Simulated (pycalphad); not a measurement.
## Freezing of Y-Si alloys with rising Si

CALPHAD calculation (pycalphad, COST 507 light-alloy database (1999)), 1 atm. These are 1990s assessments: newer ones move some temperatures and phases. Phase fractions are per mole of atoms.

Scheil-Gulliver runs (no diffusion in the solid, steps of 4 K) beside full equilibrium.

```
alloy             liquidus (K)  Scheil, half solid (K)  Scheil, 80 % solid (K)  Scheil, invariant end (K)  liquid left at that end  equilibrium solidus (K)
----------------  ------------  ----------------------  ----------------------  -------------------------  -----------------------  -----------------------
Y-4.47Si (at.%)           1677    at the invariant end    at the invariant end                       1528                     0.51                     1528
Y-17.86Si (at.%)          1885    at the invariant end    at the invariant end                       1528                     0.68                     1528
Y-26.79Si (at.%)          2068                    1829    at the invariant end                       1528                     0.37                     1528
```
